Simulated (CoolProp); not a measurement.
Vapour-liquid equilibrium of R1234yf (1) + R134a (2) at 1.94 kPa; x and y are mole fractions of (1).

Values from CoolProp's multi-fluid Helmholtz-energy mixture model, Lemmon 2022 and Tillner-Roth 1994; pair parameters Bell 2022.

```tsv
x	bubble temperature, mixture model (K)	bubble temperature, Raoult's law (K)	y, mixture model	y, Raoult's law
0.05	185.0	185.5	0.110	0.076
0.15	183.9	184.9	0.277	0.216
0.25	183.0	184.3	0.398	0.344
0.35	182.4	183.8	0.495	0.459
0.45	181.9	183.2	0.576	0.564
0.55	181.5	182.7	0.650	0.660
0.65	181.2	182.2	0.721	0.748
0.75	181.0	181.8	0.793	0.828
0.85	180.8	181.3	0.869	0.901
0.95	180.7	180.9	0.953	0.968
```

The largest gap from Raoult's law is -1.4 K in bubble temperature, at x = 0.35. No azeotrope shows between x = 0.05 and 0.95.

Pair parameters are fitted to limited data, so mixtures are less certain than the pure fluids.
